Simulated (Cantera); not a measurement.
An adiabatic, constant-pressure homogeneous reactor starts with CH4 : CO : O2 : N2 = 1 : 1.4 : 3.8 : 10.6 (molar parts), at 1698 K and 1.00 bar.

Computed with Cantera and GRI-Mech 3.0 (53 species, 325 reactions).

Q: Predict: time of steepest temperature rise; temperature at 9.00 s; equilibrium temperature; x(CO) at 9.00 s; x(O2) at 9.00 s; x(H2O) at 9.00 s.

A: 
| Quantity | Value |
|---|---|
| time of steepest temperature rise | 0.167 ms |
| temperature at 9.00 s | 2788 K |
| equilibrium temperature | 2788 K |
| x(CO) at 9.00 s | 0.0497 (gas-phase equilibrium 0.0497) |
| x(O2) at 9.00 s | 0.0728 (gas-phase equilibrium 0.0728) |
| x(H2O) at 9.00 s | 0.0954 (gas-phase equilibrium 0.0954) |
